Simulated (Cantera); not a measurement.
# Thermodynamics of tantalum, niobium, vanadium and zirconium in process gases, feed Zr + H2O

Input: 1 mol Zr, a varied amount of H2O, held at 2075 K and 12.0 Pa.

Cantera equilibrium calculation (NASA polynomials, part measured and part estimated; ideal gas, pure solids and liquids). Candidate condensed phases: H2O, Zr, ZrO2; 12 gas species. Mutual solubility and eutectic melting of coexisting phases are not modelled. Condensed phases not in the tables: N, O or C dissolved in the metal. Kinetics and transport are ignored.

From 0.86 mol H2O to 1.9 mol H2O the condensed part is Zr(β) + ZrO2(tetragonal). From 2.9 mol H2O to 22 mol H2O the condensed part is ZrO2(tetragonal). The main Zr-bearing gas is ZrO at 0.86 mol H2O and ZrO2 at 22 mol H2O.

```json
[
 {"n(H2O) (mol)": "0.86", "x H2": "0.783", "x H2O": "1.57e-6", "x H": "0.215", "x OH": "4.91e-8", "x O2": "<1e-12", "x O": "9.68e-9", "n Zr(β)": "0.569", "n ZrO2(tetragonal)": "0.429"},
 {"n(H2O) (mol)": "1.3", "x H2": "0.783", "x H2O": "1.57e-6", "x H": "0.215", "x OH": "4.91e-8", "x O2": "<1e-12", "x O": "9.68e-9", "n Zr(β)": "0.349", "n ZrO2(tetragonal)": "0.649"},
 {"n(H2O) (mol)": "1.9", "x H2": "0.783", "x H2O": "1.57e-6", "x H": "0.215", "x OH": "4.91e-8", "x O2": "<1e-12", "x O": "9.68e-9", "n Zr(β)": "0.0481", "n ZrO2(tetragonal)": "0.948"},
 {"n(H2O) (mol)": "2.9", "x H2": "0.541", "x H2O": "0.267", "x H": "0.179", "x OH": "0.0101", "x O2": "0.000502", "x O": "0.00238", "n Zr(β)": "0", "n ZrO2(tetragonal)": "1.000"},
 {"n(H2O) (mol)": "4.3", "x H2": "0.370", "x H2O": "0.452", "x H": "0.148", "x OH": "0.0206", "x O2": "0.00309", "x O": "0.00591", "n Zr(β)": "0", "n ZrO2(tetragonal)": "1.000"},
 {"n(H2O) (mol)": "6.4", "x H2": "0.264", "x H2O": "0.561", "x H": "0.125", "x OH": "0.0303", "x O2": "0.00936", "x O": "0.0103", "n Zr(β)": "0", "n ZrO2(tetragonal)": "1.000"},
 {"n(H2O) (mol)": "9.6", "x H2": "0.203", "x H2O": "0.616", "x H": "0.110", "x OH": "0.0379", "x O2": "0.0191", "x O": "0.0147", "n Zr(β)": "0", "n ZrO2(tetragonal)": "1.000"},
 {"n(H2O) (mol)": "14", "x H2": "0.172", "x H2O": "0.638", "x H": "0.101", "x OH": "0.0427", "x O2": "0.0285", "x O": "0.0180", "n Zr(β)": "0", "n ZrO2(tetragonal)": "1.000"},
 {"n(H2O) (mol)": "22", "x H2": "0.152", "x H2O": "0.649", "x H": "0.0947", "x OH": "0.0463", "x O2": "0.0379", "x O": "0.0207", "n Zr(β)": "0", "n ZrO2(tetragonal)": "1.000"}
]
```
x: gas mole fraction; n: condensed amount in mol.
